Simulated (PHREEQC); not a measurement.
0.06 g of hydrous ferric oxide (600 m²/g; 0.2 weak and 0.005 strong sites per Fe, Dzombak-Morel constants, diffuse double layer) in 1 kg of water with 0.05 mol/kgw of an inert sodium salt and 0.061 mmol/kgw Ag2SO4, at 25 °C; the pH is set by adding NaOH or the inert anion's acid. O2 is buffered at 0.21 atm. No CO2 enters from the air. No solid was allowed to form.

Equilibrium calculation in PHREEQC: ion-association model, wateq4f.dat.

```tsv
pH	S sorbed (%)	Ag sorbed (%)	surface charge σ (C/m²)	surface potential ψ (mV)
3	66.2	0.0	0.151	125
3.5	65.6	0.0	0.146	124
4.5	56.5	0.0	0.127	117
5	(withheld)	0.1	(withheld)	109
5.5	32.4	0.6	0.089	(withheld)
6.5	7.4	2.3	0.051	73
7	1.9	3.0	0.033	54
7.5	0.3	(withheld)	0.017	31
8.5	0.0	13.3	-0.010	-20
9	0.0	(withheld)	-0.025	(withheld)
9.5	0.0	45.1	-0.041	-63
10.5	0.0	(withheld)	-0.070	(withheld)
11	0.0	79.9	-0.081	-94
```

Q: Fill in the missing entries.

A: 
- 5, S sorbed (%): 46.0
- 5, surface charge σ (C/m²): 0.109
- 5.5, surface potential ψ (mV): 99
- 7.5, Ag sorbed (%): 4.0
- 9, Ag sorbed (%): 26.8
- 9, surface potential ψ (mV): -43
- 10.5, Ag sorbed (%): 73.8
- 10.5, surface potential ψ (mV): -87

The oxide is taken as insoluble; below pH 4 it would dissolve.
